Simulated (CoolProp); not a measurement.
Vapour-liquid equilibrium of n-heptane (1) + p-xylene (2) at 43.05 °C; x and y are mole fractions of (1).

Values from CoolProp's multi-fluid Helmholtz-energy mixture model, Span 2003 and Zhou 2012; pair parameters Bell 2016.

```
x      bubble pressure (bar)  y at the bubble point  dew pressure at overall composition x (bar)  liquid density (mol/L)
-----  ---------------------  ---------------------  -------------------------------------------  ----------------------
0.05                 0.03902                    ___                                      0.03235                   7.847
0.125                0.04999                  0.453                                      0.03464                   7.739
0.2                  0.05988                  0.578                                      0.03727                   7.633
0.275                0.06894                    ___                                      0.04033                   7.529
0.35                 0.07736                  0.726                                      0.04391                   7.427
0.425                0.08528                  0.776                                      0.04817                   7.327
0.5                  0.09285                  0.817                                      0.05330                   7.229
0.575                 0.1002                  0.851                                      0.05956                   7.134
0.65                  0.1073                  0.882                                      0.06734                   7.040
0.725                 0.1144                  0.910                                      0.07715                   6.948
0.8                   0.1215                  0.936                                          ___                   6.858
0.875                 0.1287                  0.961                                          ___                   6.770
0.95                  0.1359                    ___                                       0.1254                   6.684
```

**Question.** Complete the blanks.

**Answer.** 
- 0.05, y at the bubble point: 0.244
- 0.275, y at the bubble point: 0.664
- 0.8, dew pressure at overall composition x (bar): 0.08965
- 0.875, dew pressure at overall composition x (bar): 0.1056
- 0.95, y at the bubble point: 0.985

No azeotrope shows between x = 0.05 and 0.95.

The pair parameters rest on a limited set of measurements; away from them the model extrapolates.
